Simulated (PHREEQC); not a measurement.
1.4 g of hydrous ferric oxide (600 m²/g; 0.2 weak and 0.005 strong sites per Fe, Dzombak-Morel constants, diffuse double layer) in 1 kg of water with 0.1 mol/kgw of an inert sodium salt and 1.3e-05 mol/kgw SrCl2 and 0.00012 mol/kgw PbCl2, at 25 °C; the pH is set by adding NaOH or the inert anion's acid. Oxygen is held at 0.21 atm. No CO2 enters from the air. Nothing may precipitate in this run.

The series has 13 steps of pH, from 3 to 11.

Model: ion-association model, wateq4f.dat, run in PHREEQC.

Near which pH is half of the Sr sorbed, and on which side is more sorbed?

Near pH 8.9, with more sorbed at higher pH.

Near which pH is half of the Pb sorbed, and on which side is more sorbed?

Near pH 4.0, with more sorbed at higher pH.

Species that the database lacks are ignored. The oxide is taken as insoluble; below pH 4 it would dissolve.
